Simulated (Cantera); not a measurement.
# Reactions in the system C-H-Ti

Cantera with NASA thermochemical tables; ideal gases at 1 bar, condensed phases pure. Values are per mole of reaction as written; species without (g) are pure solids or liquids, kept so even where they would boil at 1 bar. TiC: taken at fixed stoichiometry.

3 C2H4(g) + 2 Ti = 2 TiC + 4 CH3(g)

| T (K) | ΔH° (kJ) | ΔS° (J/K) | ΔG° (kJ) | log10 K |
|---|---|---|---|---|
| 2275 | 9.9 | 93.9 | -203.7 | 4.68 |
| 2325 | 8.2 | 93.2 | -208.4 | 4.68 |
| 2375 | 6.6 | 92.5 | -213.0 | 4.68 |
| 2425 | 5.1 | 91.8 | -217.6 | 4.69 |
| 2475 | 3.6 | 91.2 | -222.2 | 4.69 |
| 2525 | 2.1 | 90.6 | -226.8 | 4.69 |
| 2575 | 0.7 | 90.1 | -231.3 | 4.69 |

2 TiC + 6 H(g) = 2 Ti + C2H6(g)

| T (K) | ΔH° (kJ) | ΔS° (J/K) | ΔG° (kJ) | log10 K |
|---|---|---|---|---|
| 2275 | -1052.8 | -527.9 | 148.2 | -3.40 |
| 2325 | -1052.4 | -527.8 | 174.6 | -3.92 |
| 2375 | -1052.1 | -527.6 | 201.0 | -4.42 |
| 2425 | -1051.7 | -527.5 | 227.4 | -4.90 |
| 2475 | -1051.4 | -527.3 | 253.8 | -5.36 |
| 2525 | -1051.1 | -527.2 | 280.1 | -5.80 |
| 2575 | -1050.8 | -527.1 | 306.5 | -6.22 |
